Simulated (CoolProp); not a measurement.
Properties of R125 along the isobar 0.101 MPa (Tc = 66.0 °C, pc = 3.618 MPa, ω = 0.305).

Model: reference Helmholtz-energy equation of state, Lemmon 2005, in CoolProp.

```json
[
 {"T (°C)": "-70.75", "phase": "liquid", "cp (kJ/(kg K))": "1.072", "speed of sound (m/s)": "782.7", "expansivity (1/kK)": "2.122", "viscosity (µPa s)": "604"},
 {"T (°C)": "-33.55", "phase": "gas", "cp (kJ/(kg K))": "0.7144", "speed of sound (m/s)": "132.3", "expansivity (1/kK)": "4.720", "viscosity (µPa s)": "10.4"},
 {"T (°C)": "3.65", "phase": "gas", "cp (kJ/(kg K))": "0.7656", "speed of sound (m/s)": "143.0", "expansivity (1/kK)": "3.876", "viscosity (µPa s)": "12.0"},
 {"T (°C)": "40.85", "phase": "gas", "cp (kJ/(kg K))": "0.8195", "speed of sound (m/s)": "152.6", "expansivity (1/kK)": "3.329", "viscosity (µPa s)": "13.6"},
 {"T (°C)": "78.05", "phase": "gas", "cp (kJ/(kg K))": "0.8725", "speed of sound (m/s)": "161.5", "expansivity (1/kK)": "2.934", "viscosity (µPa s)": "15.2"},
 {"T (°C)": "115.25", "phase": "gas", "cp (kJ/(kg K))": "0.9226", "speed of sound (m/s)": "169.8", "expansivity (1/kK)": "2.630", "viscosity (µPa s)": "16.6"},
 {"T (°C)": "152.45", "phase": "gas", "cp (kJ/(kg K))": "0.9692", "speed of sound (m/s)": "177.6", "expansivity (1/kK)": "2.387", "viscosity (µPa s)": "18.0"},
 {"T (°C)": "189.65", "phase": "gas", "cp (kJ/(kg K))": "1.012", "speed of sound (m/s)": "185.1", "expansivity (1/kK)": "2.187", "viscosity (µPa s)": "19.4"},
 {"T (°C)": "226.85", "phase": "gas", "cp (kJ/(kg K))": "1.050", "speed of sound (m/s)": "192.2", "expansivity (1/kK)": "2.019", "viscosity (µPa s)": "20.7"}
]
```

Viscosity comes from a separate model (Huber 2006).
